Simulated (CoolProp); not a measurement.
Vapour-liquid equilibrium of isopentane (1) + toluene (2) at 134.45 °C; x and y are mole fractions of (1).

Computed with CoolProp (multi-fluid Helmholtz-energy mixture model, Lemmon 2006 and Lemmon 2006; pair parameters Bell 2016).

| x | bubble pressure (bar) | y at the bubble point | dew pressure at overall composition x (bar) | liquid density (mol/L) |
|---|---|---|---|---|
| 0.05 | 2.582 | 0.282 | 1.999 | 8.133 |
| 0.2 | 4.655 | 0.640 | 2.341 | 7.965 |
| 0.35 | 6.641 | 0.777 | 2.822 | 7.772 |
| 0.5 | 8.446 | 0.849 | 3.548 | 7.553 |
| 0.65 | 10.10 | 0.898 | 4.763 | 7.303 |
| 0.8 | 11.74 | 0.939 | 7.145 | 7.018 |
| 0.95 | 13.55 | 0.983 | 12.18 | 6.693 |

No azeotrope shows between x = 0.05 and 0.95.

Pair parameters are fitted to limited data, so mixtures are less certain than the pure fluids. The gap from Raoult's law changes sign with composition, which may be real or a fault of the pair parameters; it wasn't checked against measurements.
